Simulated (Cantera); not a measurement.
A closed system holds: 1 mol SiC, 0.068 mol N2O, 650 mol N2, held at 1123 K and 0.0173 Torr.

These are equilibrium values from Cantera (NASA tables, ideal gas, pure condensed phases), not measurements of a reactor. Candidate condensed phases: C, Si, SiC, SiO2, Si2N2O, Si3N4; 34 gas species. Mutual solubility and eutectic melting of coexisting phases are not modelled. Rates play no part.

Base state: N2 1.000, CO 6.72e-5 (mole fractions); condensed: C(graphite) + SiC(s) + Si2N2O(s).

Task: What changes in the equilibrium state with this change: temperature from 1123 K to 1525 K?

Result: 
| species | before | after |
|---|---|---|
| N2 | 1.000 | 1.000 |
| CO | 6.72e-5 | 8.57e-5 |
| Si | <1e-9 | 6.63e-5 |
| SiO | 1.58e-8 | 1.89e-5 |
| C(graphite), mol | 0.00492 | 0 |
| SiC(s), mol | 0.951 | 0.944 |
| Si2N2O(s), mol | 0.0243 | 0 |
